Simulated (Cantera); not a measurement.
Charge: 1 mol SiH4, 0.27 mol Cl2, 28 mol N2, held at 1.13 Torr.

These are equilibrium values from Cantera (NASA tables, ideal gas, pure condensed phases), not measurements of a reactor. Candidate condensed phases: NH4Cl, Si, Si3N4; 28 gas species. N2 is the only nitrogen source here; it is nearly inert below about 1500 K, so the nitride shown seldom forms there in practice. Kinetics and transport are ignored.

Q: At 1473 K, list the 6 most abundant gas species with their mole fractions, and the condensed phases.

A: N2 0.923, H2 0.0594, HCl 0.0162, SiCl2 0.00102, H 7.96e-5, Cl 1.76e-5. Condensed: Si3N4(s).
